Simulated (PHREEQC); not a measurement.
**Spent oxide etchant: speciation**

A solution holds 0.036 mol NH4HF2, 0.0215 mol H2SiF6, 0.0045 mol HBF4 and 4.4e-05 mol HCl per kg of water, at 20 °C. Closed to the air; pH follows from the charge balance.

Computed with PHREEQC (ion-association model, phreeqc.dat).

The pH is 1.85. The ionic strength comes out as 0.0745 mol/kgw, the density is 1.001 g/cm³ and the total alkalinity comes out as -183 meq/kg.

```csv
species,molality,activity,log γ
HF,0.0656,0.0667,0.007
NH4+,0.0360,0.0278,-0.113
SiF6-2,0.0215,0.00893,-0.381
H+,0.0169,0.0142,-0.076
BF4-,0.00448,0.00358,-0.097
F-,0.00436,0.00342,-0.105
HF2-,0.00105,0.000839,-0.097
Cl-,4.40e-5,3.47e-5,-0.103
BF3OH-,2.24e-5,1.79e-5,-0.097
```

No solid was allowed to form. SiF6-2 is the database's only silicon fluoride. Real BF4- forms and hydrolyses slowly; the run takes it at equilibrium.
